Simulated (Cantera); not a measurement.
Input: 1 mol SiCl4, 4.7 mol N2, held at 3.10 mbar.

These are equilibrium values from Cantera (NASA tables, ideal gas, pure condensed phases), not measurements of a reactor. Candidate condensed phases: Si, Si3N4; 13 gas species. The tables' values for SiCl3 are old estimates; treat these amounts as uncertain. Rates play no part.

x: gas mole fraction; nothing condenses.

```
T (°C)   x N2  x SiCl4      x Cl   x SiCl3     x SiCl2    x Cl2
------  -----  -------  --------  --------  ----------  -------
575     0.825    0.175   4.65e-8   6.52e-8  (withheld)  9.34e-9
650     0.825    0.175   4.78e-7   5.92e-7  (withheld)  5.68e-8
725     0.825    0.175   3.41e-6   3.91e-6  (withheld)  2.53e-7
800     0.825    0.175   1.83e-5   2.00e-5  (withheld)  8.97e-7
875     0.824    0.175   7.85e-5   8.30e-5  (withheld)  2.66e-6
950     0.824    0.175  0.000282  0.000288  (withheld)  6.88e-6
1025    0.824    0.174  0.000878  0.000859  (withheld)  1.61e-5
1100    0.823    0.173   0.00243   0.00224  (withheld)  3.48e-5
1175    0.819    0.169   0.00614   0.00514  (withheld)  7.08e-5
```

**Question.** What belongs in the gaps?

**Answer.** 
- 575, x SiCl2: 1.75e-12
- 650, x SiCl2: 8.03e-11
- 725, x SiCl2: 2.14e-9
- 800, x SiCl2: 3.65e-8
- 875, x SiCl2: 4.33e-7
- 950, x SiCl2: 3.78e-6
- 1025, x SiCl2: 2.53e-5
- 1100, x SiCl2: 0.000134
- 1175, x SiCl2: 0.000575
